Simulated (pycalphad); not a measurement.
Computed with pycalphad from the COST 507 light-alloy database (1999), at 1 atm. The data set is of 1999 and partly superseded. Amounts are mole fractions of atoms. Diffusion is slow at the low end, where real alloys seldom reach equilibrium.

Task: Give the equilibrium state of Ti-1.86Si (at.%) at 840 K.

Result: 
```
T = 840.00 K, P = 101325 Pa, N = 1 mol of atoms
G = -38231 J/mol, H = 11761 J/mol, S = 59.51 J/(mol K)  (SER reference)
chemical potentials (J/mol): Ti -34779, Si -220396
phase             fraction      x(Ti)      x(Si)
HCP_A3              0.9405     0.9960     0.0040
SITI3               0.0595     0.7500     0.2500
```

Task: Give the equilibrium state of Ti-1.86Si (at.%) at 1200 K.

Result: 
```
T = 1200.00 K, P = 101325 Pa, N = 1 mol of atoms
G = -62084 J/mol, H = 27868 J/mol, S = 74.96 J/(mol K)  (SER reference)
chemical potentials (J/mol): Ti -58795, Si -235619
phase             fraction      x(Ti)      x(Si)
BCC_A2              0.9863     0.9846     0.0154
SITI3               0.0137     0.7500     0.2500
```

Database names, with the compositions (at.%) that they take in these runs: SITI3: Ti 75 Si 25. BCC_A2 is bcc; HCP_A3 is hcp.
